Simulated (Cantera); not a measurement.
Feed: 1 mol Si2Cl6, 19 mol NH3, 5.7 mol H2, equilibrated at 5.80 Pa.

These are equilibrium values from Cantera (NASA tables, ideal gas, pure condensed phases), not measurements of a reactor. Candidate condensed phases: NH4Cl, Si, Si3N4; 28 gas species. The feed counts by its element totals alone. The tables' values for SiCl, SiN are old estimates; treat these amounts as uncertain. Kinetics and transport are ignored. All values below are at 1575 °C.

Base state: H2 0.615, N2 0.191, HCl 0.0923, H 0.0546, Si 0.0279, SiCl2 0.0104, Cl 0.00622, SiCl 0.00164 (mole fractions); condensed: gas only.

What changes in the equilibrium state with this change: NH3 from 19 to 7.1 mol?


| species | before | after |
|---|---|---|
| H2 | 0.615 | 0.562 |
| HCl | 0.0923 | 0.150 |
| N2 | 0.191 | 0.144 |
| SiCl2 | 0.0104 | 0.0397 |
| Cl | 0.00622 | 0.0106 |
| Si | 0.0279 | 0.0372 |
| H | 0.0546 | 0.0522 |
| SiCl3 | 3.81e-6 | 2.48e-5 |
| SiCl | 0.00164 | 0.00371 |
The tables' values for SiCl, SiN, SiCl3 are old estimates; treat these amounts as uncertain.
